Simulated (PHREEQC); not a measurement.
A made-up water analysis in mmol/kgw, 20 °C, pH 5.67, pe 0.5: Na 0.00763; K 0.00091; Ca 0.0052; Mg 0.000765; Cl 0.0109; S(6) 0.00224; Alkalinity (meq/kgw) 0.00515; Ba 7.03e-06; Li 8.24e-05.

Valence states are taken as typed.

Model: ion-association model, phreeqc.dat, run in PHREEQC.

| Quantity | Value |
|---|---|
| ionic strength | 3.09e-5 mol/kgw |
| charge-balance error | 0.1 % |

```
species  molality  activity   log γ
-------  --------  --------  ------
CO2       3.73e-5   3.73e-5   0.000
Cl-       1.09e-5   1.08e-5  -0.003
Na+       7.63e-6   7.58e-6  -0.003
HCO3-     7.30e-6   7.25e-6  -0.003
Ca+2      5.20e-6   5.07e-6  -0.011
SO4-2     2.24e-6   2.18e-6  -0.011
H+        2.15e-6   2.14e-6  -0.003
K+        9.10e-7   9.04e-7  -0.003
Mg+2      7.65e-7   7.45e-7  -0.011
Li+       8.24e-8   8.19e-8  -0.003
Ba+2      7.02e-9   6.84e-9  -0.011
OH-       3.22e-9   3.20e-9  -0.003
```

Precipitation was switched off in this run.
